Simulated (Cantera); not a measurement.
A closed system holds: 1 mol Si2H6, 0.78 mol N2O, 21 mol H2, held at 0.0110 bar.

Equilibrium computed with Cantera from the NASA thermochemical tables; the gas is ideal and each condensed phase is pure. Candidate condensed phases: H2O, Si, SiO2, Si2N2O, Si3N4; 35 gas species. The feed counts by its element totals alone. Mutual solubility and eutectic melting of coexisting phases are not modelled. The tables' values for SiN are old estimates; treat these amounts as uncertain. Gases not in the tables: Si2H6 and higher silanes. The numbers say what is thermodynamically allowed, not how fast it happens.

x: gas mole fraction; n: condensed amount in mol.

| T (K) | x H2 | x SiO | x N2 | x H | x Si | x SiH | n Si(s) | n Si2N2O(s) | n Si(l) |
|---|---|---|---|---|---|---|---|---|---|
| 1073 | 1.00 | 1.08e-9 | 1.02e-9 | 1.34e-7 | <1e-12 | 2.45e-12 | 0.440 | 0.780 | 0 |
| 1173 | 1.000 | 5.61e-8 | 5.59e-8 | 1.12e-6 | 4.50e-11 | 8.45e-11 | 0.440 | 0.780 | 0 |
| 1273 | 1.000 | 1.59e-6 | 1.59e-6 | 6.80e-6 | 1.64e-9 | 1.66e-9 | 0.440 | 0.780 | 0 |
| 1373 | 1.000 | ___ | ___ | ___ | ___ | ___ | 0.441 | 0.779 | 0 |
| 1473 | 0.999 | 0.000318 | 0.000318 | 0.000121 | 4.98e-7 | 1.88e-7 | 0.448 | 0.772 | 0 |
| 1573 | 0.994 | 0.00269 | 0.00269 | 0.000387 | 5.00e-6 | 1.26e-6 | 0.505 | 0.715 | 0 |
| 1673 | 0.964 | ___ | ___ | ___ | ___ | ___ | ___ | ___ | 0 |
| 1773 | 0.936 | 0.0305 | 0.0305 | 0.00262 | 0.000194 | 2.43e-5 | 0 | 0 | 1.21 |
| 1873 | 0.932 | 0.0304 | 0.0304 | 0.00594 | 0.000802 | 7.57e-5 | 0 | 0 | 1.20 |
| 1973 | 0.924 | 0.0302 | 0.0302 | 0.0124 | 0.00287 | 0.000209 | 0 | 0 | 1.14 |
| 2073 | 0.906 | 0.0299 | 0.0298 | 0.0239 | 0.00906 | 0.000520 | 0 | 0 | 0.955 |

Task: What belongs in the gaps?

Result: 
- 1673, x SiO: 0.0175
- 1673, x N2: 0.0175
- 1673, x H: 0.00107
- 1673, x Si: 3.80e-5
- 1673, x SiH: 6.61e-6
- 1673, n Si(s): 0.874
- 1673, n Si2N2O(s): 0.345
- 1373, x SiO: 2.74e-5
- 1373, x N2: 2.74e-5
- 1373, x H: 3.17e-5
- 1373, x Si: 3.53e-8
- 1373, x SiH: 2.10e-8
